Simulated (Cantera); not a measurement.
A Cantera script and its output.

```python
import numpy as np
import cantera as ct

gas = ct.Solution("gri30.yaml")


def delay(T, t_max=10):
    gas.TPX = T, 310000, {'CH4': 1, 'O2': 2.13, 'N2': 8}
    reactor = ct.IdealGasConstPressureReactor(gas, clone=False)
    net = ct.ReactorNet([reactor])
    net.rtol, net.atol = 1e-8, 1e-16
    while net.time < t_max:
        t_old, T_old = net.time, reactor.T
        net.step()
        if reactor.T > T + 400:  # ignition: a rise of 400 K
            return t_old + (T + 400 - T_old) / (reactor.T - T_old) * (net.time - t_old)
    return np.nan


taus = []
for T in [1150, 1250, 1350, 1450, 1550, 1650]:
    taus.append(delay(T))
    print(f"T0 = {T:6g} K   tau = {taus[-1]:.4e} s")
```

Result:

```
T0 =   1150 K   tau = 3.1130e-02 s
T0 =   1250 K   tau = 8.1766e-03 s
T0 =   1350 K   tau = 2.4239e-03 s
T0 =   1450 K   tau = 8.0154e-04 s
T0 =   1550 K   tau = 2.9583e-04 s
T0 =   1650 K   tau = 1.2301e-04 s
```

Computed with Cantera and GRI-Mech 3.0 (53 species, 325 reactions).
